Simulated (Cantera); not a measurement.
A Cantera script and its output.

```python
import numpy as np
import cantera as ct

gas = ct.Solution("gri30.yaml")
gas.TPX = 800, 1000000, {'CH4': 1, 'O2': 1.18, 'N2': 4.42}
inlet = ct.Reservoir(gas, clone=True)
gas.equilibrate("HP")  # start burning
reactor = ct.IdealGasConstPressureReactor(gas, energy="on", clone=False)
exhaust = ct.Reservoir(gas, clone=True)
tau = [0.036, 0.014, 0.0057, 0.0022, 0.00088, 0.00035, 0.00014, 5.4e-05, 2.2e-05, 8.5e-06, 3.4e-06][0]
for a, b in ((inlet, reactor), (reactor, exhaust)):
    ct.MassFlowController(a, b, mdot=lambda t: reactor.mass / tau)
net = ct.ReactorNet([reactor])
show = ['CH4', 'O2', 'OH', 'CH2O', 'H']

rows = []
print(f"{'tau/s':>10s}{'T/K':>9s}" + "".join(f"{s:>11s}" for s in show))
for tau in [0.036, 0.014, 0.0057, 0.0022, 0.00088, 0.00035, 0.00014, 5.4e-05, 2.2e-05, 8.5e-06, 3.4e-06]:
    net.initial_time = 0.0
    net.advance(30 * tau)
    before = gas.X
    net.advance(40 * tau)
    drift = np.max(np.abs(gas.X - before) / (gas.X + 1e-9))
    rows.append([gas.T, *gas[show].X, drift])
    print(f"{tau:10.3e}{gas.T:9.1f}" + "".join(f"{x:11.3e}" for x in gas[show].X))
```

It prints:

```
     tau/s      T/K        CH4         O2         OH       CH2O          H
 3.600e-02   2147.2  9.069e-04  5.204e-05  8.414e-05  1.679e-06  4.681e-04
 1.400e-02   2151.4  1.749e-03  1.280e-04  9.144e-05  3.583e-06  4.847e-04
 5.700e-03   2156.8  2.911e-03  2.959e-04  1.035e-04  7.098e-06  5.074e-04
 2.200e-03   2162.1  4.505e-03  7.063e-04  1.232e-04  1.430e-05  5.381e-04
 8.800e-04   2163.1  6.414e-03  1.609e-03  1.492e-04  2.788e-05  5.707e-04
 3.500e-04   2152.7  8.947e-03  3.684e-03  1.789e-04  5.526e-05  5.957e-04
 1.400e-04   2113.0  1.314e-02  8.875e-03  1.959e-04  1.176e-04  5.727e-04
 5.400e-05    800.0  1.515e-01  1.788e-01  9.008e-17  6.861e-14  3.843e-19
 2.200e-05    800.0  1.515e-01  1.788e-01  3.656e-17  1.139e-14  1.544e-19
 8.500e-06    800.0  1.515e-01  1.788e-01  1.404e-17  1.698e-15  5.830e-20
 3.400e-06    800.0  1.515e-01  1.788e-01  5.524e-18  2.669e-16  2.233e-20
```

Model: GRI-Mech 3.0 (53 species, 325 reactions), integrated in Cantera.
